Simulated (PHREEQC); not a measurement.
Synthetic water in mg/kgw, 25 °C, pH 6.26, pe -1.5:

| constituent | mg/kgw |
|---|---|
| Na | 0.0161 |
| K | 0.00144 |
| Ca | 0.00869 |
| Mg | 0.0028 |
| Cl | 0.0237 |
| S(6) as SO4 | 0.00525 |
| Alkalinity as HCO3 | 0.0369 |
| Si as SiO2 | 0.00114 |

Valence states are taken as typed.

Equilibrium calculation in PHREEQC: ion-association model, wateq4f.dat.

```
quantity                    before     after
------------------------  --------  --------
ionic strength (mol/kgw)   2.33e-6   3.20e-6
CO2 (mol/kgw)              1.40e-6   1.40e-6
HCO3- (mol/kgw)            1.14e-6   1.14e-6
CO3-2 (mol/kgw)           9.75e-11  9.76e-11
SI of Quartz (SiO2)          -3.74     -3.74
```

**Question.** What was changed between the two runs?
A. Ca from 0.00869 to 0.0261 mg/kgw
B. pH from 6.26 to 5.5 at the same alkalinity
C. temperature from 25 to 20 °C at the same typed pH
D. all concentrations times 2 at the same typed pH
E. Na from 0.0161 to 0.00805 mg/kgw

**Answer.** A, Ca from 0.00869 to 0.0261 mg/kgw

This is a speciation only: nothing precipitates in the calculation.
